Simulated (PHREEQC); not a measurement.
A column of 0.1 m (40 cells, dispersivity 0.008 m, 60 s a shift, diffusion coefficient 3e-10 m²/s) holds 0.017 eq of the database's cation exchanger X per kg of pore water, first in equilibrium with 1.4 mmol/kgw CaCl2, 0.6 mmol/kgw NaCl and 0.01 mmol/kgw HCl. It is flushed with 7.7 mmol/kgw Na2SO4, 2.4 mmol/kgw CaCl2, 0.51 mmol/kgw CuCl2 and 0.01 mmol/kgw HCl, at 15 °C. Values are for the last cell. No CO2 enters from the air. Nothing may precipitate in this run.

The numbers come from PHREEQC with the ion-association model, phreeqc.dat.

Question: Predict S in solution (mol/kgw), Na in solution (mol/kgw) at pore volumes = 0.1375, 0.3875, 0.6375.

Answer: 
```csv
pore volumes,S in solution (mol/kgw),Na in solution (mol/kgw)
0.1375,2.67e-12,0.000600
0.3875,6.83e-5,0.000643
0.6375,0.00124,0.00195
```

Species that the database lacks are ignored.
